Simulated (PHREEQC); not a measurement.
NaOH is added in steps, without added water, to 1 kg of water holding 0.0068 mol NaHCO3, 0.16 mol NaF and 0.0002 mol NaCl, at 25 °C. O2 is buffered at 0.21 atm. No CO2 enters from the air. Solids allowed: Halite, Nahcolite, Natron. Others were left out.

Base run: PHREEQC, ion-association model, wateq4f.dat. Each further column changes one thing. The table gives NaCO3- (mol/kgw).

| NaOH added (mol) | base | NaCl left out | NaF replaced by NaHF2 at the same molality | no solid may form |
|---|---|---|---|---|
| 0 | 5.85e-5 | 5.85e-5 | 1.14e-12 | 5.85e-5 |
| 0.025 | 0.00350 | 0.00349 | 2.59e-12 | 0.00350 |
| 0.05 | 0.00365 | 0.00365 | 6.17e-12 | 0.00365 |
| 0.0625 | 0.00372 | 0.00372 | 9.81e-12 | 0.00372 |
| 0.0875 | 0.00384 | 0.00384 | 2.78e-11 | 0.00384 |
| 0.1125 | 0.00395 | 0.00395 | 1.06e-10 | 0.00395 |
| 0.1375 | 0.00405 | 0.00405 | 9.93e-10 | 0.00405 |
| 0.1625 | 0.00415 | 0.00414 | 0.00149 | 0.00415 |
| 0.1875 | 0.00423 | 0.00423 | 0.00417 | 0.00423 |
| 0.2 | 0.00427 | 0.00427 | 0.00421 | 0.00427 |
| 0.225 | 0.00435 | 0.00434 | 0.00429 | 0.00435 |
| 0.25 | 0.00442 | 0.00441 | 0.00436 | 0.00442 |

 wateq4f.dat counts part of the HF as a dimer, H2F2, which phreeqc.dat doesn't know; its constant is uncertain. Solids allowed in the column 'NaCl left out': Nahcolite, Natron.
